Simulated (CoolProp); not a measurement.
A single-stage vapour-compression cycle with dimethyl ether: evaporating at 258.15 K (dew point), condensing at 305.15 K (bubble point), superheat 8 K, subcooling 0 K, compressor efficiency 0.8, no pressure losses. Each further row changes one setting.

Computed with CoolProp (reference Helmholtz-energy equation of state, Wu 2011).

```json
[
 {"case": "as stated", "cooling COP": "3.65", "pressure ratio": "4.72", "discharge temperature (K)": "340.4", "refrigerating effect (kJ/kg)": "354", "volumetric capacity (kJ/m³)": "1170"},
 {"case": "evaporating temperature 263.15 K", "cooling COP": "?", "pressure ratio": "?", "discharge temperature (K)": "?", "refrigerating effect (kJ/kg)": "360", "volumetric capacity (kJ/m³)": "1430"},
 {"case": "condensing temperature 300.15 K", "cooling COP": "4.18", "pressure ratio": "4.10", "discharge temperature (K)": "333.4", "refrigerating effect (kJ/kg)": "366", "volumetric capacity (kJ/m³)": "1210"},
 {"case": "subcooling 5 K", "cooling COP": "3.78", "pressure ratio": "4.72", "discharge temperature (K)": "340.4", "refrigerating effect (kJ/kg)": "366", "volumetric capacity (kJ/m³)": "1210"},
 {"case": "superheat 18 K", "cooling COP": "3.64", "pressure ratio": "4.72", "discharge temperature (K)": "351.2", "refrigerating effect (kJ/kg)": "368", "volumetric capacity (kJ/m³)": "1170"},
 {"case": "compressor efficiency 0.7", "cooling COP": "3.20", "pressure ratio": "4.72", "discharge temperature (K)": "?", "refrigerating effect (kJ/kg)": "354", "volumetric capacity (kJ/m³)": "1170"}
]
```

Task: Complete the blanks.

Result: 
- evaporating temperature 263.15 K, cooling COP: 4.25
- evaporating temperature 263.15 K, pressure ratio: 3.88
- evaporating temperature 263.15 K, discharge temperature (K): 336.5
- compressor efficiency 0.7, discharge temperature (K): 348.4
